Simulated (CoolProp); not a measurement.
A Linde-Hampson liquefier for ethane: isothermal reversible compression at 320 K from 1 atm to 30 MPa, throttling to 1 atm, return gas leaving the recuperator 2 K below the feed. Each further row changes one setting.

The numbers come from the reference Helmholtz-energy equation of state, Bücker 2006 in CoolProp.

| case | liquid yield per pass | compression work (kJ/kg of gas) |
|---|---|---|
| as stated | [?] | 390 |
| high pressure 60 MPa | [?] | 457 |
| warm-end temperature 350 K | [?] | 457 |
| warm-end gap 7 K | [?] | 390 |

Problem. What belongs in the gaps?

Solution. 
- as stated, liquid yield per pass: 0.464
- high pressure 60 MPa, liquid yield per pass: 0.436
- warm-end temperature 350 K, liquid yield per pass: 0.390
- warm-end gap 7 K, liquid yield per pass: 0.457
